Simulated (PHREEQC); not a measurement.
Make-up at 55 °C: 1 mmol/kgw K2CO3, 0.55 mmol/kgw H4SiO4 and 2.5 mmol/kgw H3BO3. Closed to the air; pH follows from the charge balance.

The numbers come from PHREEQC with the Pitzer model, pitzer.dat.

No solid was allowed to form.

Question: Order these C species by the share of C that they hold, largest first: CO3-2, HCO3-, CO2.

Answer: HCO3- (94 %), CO3-2 (5.6 %), CO2 (0.23 %)

The pH is 8.87 and the ionic strength 0.00206 mol/kgw. At this temperature some constants are extrapolated from 25 °C, and those without enthalpy data are left unchanged.
